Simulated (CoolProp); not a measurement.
Vapour pressure (MPa) of R1224YDZ: the reference equation beside estimates from Tc = 155.5 °C, pc = 3.334 MPa, ω = 0.325. Clausius-Clapeyron is anchored at 40.65 °C with a constant enthalpy of vaporisation of 23.23 kJ/mol.

The numbers come from the reference Helmholtz-energy equation of state, Akasaka 2023 in CoolProp.

```csv
T (°C),reference,Clausius-Clapeyron,van der Waals,Redlich-Kwong,Soave-Redlich-Kwong,Peng-Robinson
32.25,(withheld),0.1948,0.7305,0.3375,0.1893,0.1885
40.65,0.2488,0.2488,(withheld),0.4204,0.2490,0.2473
49.05,0.3215,(withheld),0.9514,0.5169,0.3224,0.3194
57.45,0.4093,0.3912,1.076,0.6279,0.4112,0.4067
65.85,0.5141,0.4823,1.211,0.7546,(withheld),0.5112
74.25,0.6379,0.5887,1.356,0.8980,0.6434,0.6350
82.65,0.7828,0.7118,1.512,1.059,0.7910,(withheld)
91.05,(withheld),0.8531,1.678,1.239,0.9625,0.9495
```

Q: Some entries are withheld; supply them.

A: 
- 32.25, reference: 0.1894
- 40.65, van der Waals: 0.8363
- 49.05, Clausius-Clapeyron: 0.3138
- 65.85, Soave-Redlich-Kwong: 0.5176
- 82.65, Peng-Robinson: 0.7803
- 91.05, reference: 0.9509

Absolute difference from the reference over all 8 rows, mean and median: Clausius-Clapeyron 5.4 and 5.3 %, van der Waals 162.3 and 149.2 %, Redlich-Kwong 51.8 and 50.1 %, Soave-Redlich-Kwong 0.6 and 0.6 %, Peng-Robinson 0.5 and 0.5 %.
